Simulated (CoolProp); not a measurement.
Model: reference Helmholtz-energy equation of state, Lemmon 2013, in CoolProp.

Task: Give the vapour pressure (bar), liquid density (kg/m³), vapour viscosity (µPa s), liquid conductivity (mW/(m K)) of saturated propylene at 272 K.

Result: 
```json
[
 {"T (K)": "272", "p (bar)": "5.64", "liquid density (kg/m³)": "548", "vapour viscosity (µPa s)": "7.77", "liquid conductivity (mW/(m K))": "124"}
]
```

Viscosity comes from a separate model (Huber 2003), an estimate that may be off by 10 % or more. Thermal conductivity comes from a separate model (Huber 2003), an estimate that may be off by 10 % or more.
